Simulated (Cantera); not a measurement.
An adiabatic, constant-pressure homogeneous reactor starts with H2 : O2 : N2 = 1 : 0.649 : 2.44 (molar parts), at 1500 K and 1.10 bar. Integrator tolerance rtol = 1e-08.

Model: GRI-Mech 3.0 (53 species, 325 reactions), integrated in Cantera.

Task: What does this change do: H2 1 to 0.42 parts?

Result: 
```
quantity                                                            before                                      after
---------------------------------  ---------------------------------------  -----------------------------------------
time of steepest temperature rise                                  12.1 µs                                    14.6 µs
temperature at 0.300 s                                              2769 K                                     2273 K
equilibrium temperature                                             2769 K                                     2272 K
x(H2) at 0.300 s                     0.0223 (gas-phase equilibrium 0.0223)  0.000591 (gas-phase equilibrium 0.000589)
x(O2) at 0.300 s                     0.0357 (gas-phase equilibrium 0.0357)        0.125 (gas-phase equilibrium 0.125)
x(OH) at 0.300 s                     0.0293 (gas-phase equilibrium 0.0293)    0.00632 (gas-phase equilibrium 0.00630)
x(HO2) at 0.300 s                  1.10e-5 (gas-phase equilibrium 1.10e-5)    5.77e-6 (gas-phase equilibrium 5.75e-6)
x(H) at 0.300 s                      0.0105 (gas-phase equilibrium 0.0105)  0.000196 (gas-phase equilibrium 0.000195)
```
